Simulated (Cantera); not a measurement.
Feed: 1 mol Cu, 8.1 mol HF, 0.9 mol CH₄, equilibrated at 0.000270 bar.

Cantera equilibrium calculation (NASA polynomials, part measured and part estimated; ideal gas, pure solids and liquids). Candidate condensed phases: C, C₆H₆, C₇H₈, C₈H₁₈, Cu, CuF₂; 99 gas species. Kinetics and transport are ignored.

Question: Which condensed phases are stable at each of these points (T (K)): 400, 500, 600, 700, 800, 900, 1000, 1100, 1200, 1300, 1400, 1500?

Answer: 
| T (K) | condensed phases | Cu condensed (%) |
|---|---|---|
| 400 | C(graphite) + Cu(s) | 100.0 |
| 500 | C(graphite) + Cu(s) | 100.0 |
| 600 | C(graphite) + Cu(s) | 100.0 |
| 700 | C(graphite) + Cu(s) | 100.0 |
| 800 | C(graphite) + Cu(s) | 100.0 |
| 900 | C(graphite) + Cu(s) | 100.0 |
| 1000 | C(graphite) + Cu(s) | 100.0 |
| 1100 | C(graphite) + Cu(s) | 100.0 |
| 1200 | C(graphite) + Cu(s) | 99.9 |
| 1300 | C(graphite) + Cu(s) | 99.3 |
| 1400 | C(graphite) + Cu(l) | 94.7 |
| 1500 | C(graphite) + Cu(l) | 67.4 |

From 400 K to 1300 K the condensed part is C(graphite) + Cu(s). From 1400 K to 1500 K the condensed part is C(graphite) + Cu(l).
